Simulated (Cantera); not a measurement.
A Cantera script and its output.

```python
import numpy as np
import cantera as ct

gas = ct.Solution("SiF4_NH3_mec.yaml", "gas")
gas.TPX = 2100, 4600, {'NH3': 1, 'H2': 0.28}
inlet = ct.Reservoir(gas, clone=True)

reactor = ct.IdealGasConstPressureReactor(gas, energy="off", clone=False)
exhaust = ct.Reservoir(gas, clone=True)
tau = [0.41, 0.16, 0.061, 0.023, 0.009, 0.0035, 0.0013, 0.00051][0]
for a, b in ((inlet, reactor), (reactor, exhaust)):
    ct.MassFlowController(a, b, mdot=lambda t: reactor.mass / tau)
net = ct.ReactorNet([reactor])
show = ['NH3', 'H2', 'N', 'NH', 'N2', 'N2H2', 'H']

rows = []
print(f"{'tau/s':>10s}{'T/K':>9s}" + "".join(f"{s:>11s}" for s in show))
for tau in [0.41, 0.16, 0.061, 0.023, 0.009, 0.0035, 0.0013, 0.00051]:
    net.initial_time = 0.0
    net.advance(30 * tau)
    before = gas.X
    net.advance(40 * tau)
    drift = np.max(np.abs(gas.X - before) / (gas.X + 1e-9))
    rows.append([gas.T, *gas[show].X, drift])
    print(f"{tau:10.3e}{gas.T:9.1f}" + "".join(f"{x:11.3e}" for x in gas[show].X))
```

Output:

```
     tau/s      T/K        NH3         H2          N         NH         N2       N2H2          H
 4.100e-01   2100.0  2.230e-01  6.192e-01  2.145e-06  2.503e-05  1.563e-01  2.214e-06  7.316e-04
 1.600e-01   2100.0  3.924e-01  4.973e-01  1.980e-06  2.919e-05  1.086e-01  4.498e-06  4.908e-04
 6.100e-02   2100.0  5.669e-01  3.717e-01  1.745e-06  3.124e-05  5.949e-02  7.384e-06  3.273e-04
 2.300e-02   2100.0  6.847e-01  2.869e-01  1.513e-06  3.124e-05  2.637e-02  9.556e-06  2.382e-04
 9.000e-03   2100.0  7.413e-01  2.462e-01  1.320e-06  2.989e-05  1.047e-02  1.021e-05  1.961e-04
 3.500e-03   2100.0  7.660e-01  2.285e-01  1.081e-06  2.660e-05  3.553e-03  9.201e-06  1.694e-04
 1.300e-03   2100.0  7.762e-01  2.214e-01  6.574e-07  1.893e-05  8.164e-04  5.923e-06  1.352e-04
 5.100e-04   2100.0  7.796e-01  2.193e-01  1.858e-07  7.884e-06  9.345e-05  1.885e-06  8.311e-05
```

Computed with Cantera and the gas-phase N/H chemistry of the illustrative SiF4/NH3 mechanism in the Surface Chemkin manual (1991). Walls and surfaces, which speed up NH3 decomposition in real reactors, are not modelled.
